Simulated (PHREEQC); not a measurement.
Make-up at 5 °C: 0.35 mmol/kgw Rb2SO4, 0.54 mmol/kgw Na2HPO4 and 0.0045 mmol/kgw Pb(BF4)2. Closed to the air; pH follows from the charge balance.

The numbers come from PHREEQC with the ion-association model, wateq4f.dat.

Precipitation was switched off in this run.

**Question.** Estimate the pH.

**Answer.** pH 8.39.

**Question.** In which forms is B present?

**Answer.** H3BO3 91 %, H2BO3- 9.1 % of the B.

Examples of supersaturated solids here: Pb(OH)2, Larnakite. Others may be too. H3PO4, which wateq4f.dat lacks, is added to it with the constant of phreeqc.dat. Constants without temperature data keep their 25 °C values here. Real BF4- forms and hydrolyses slowly; the run takes it at equilibrium. The database has no phosphate complexes of Pb.
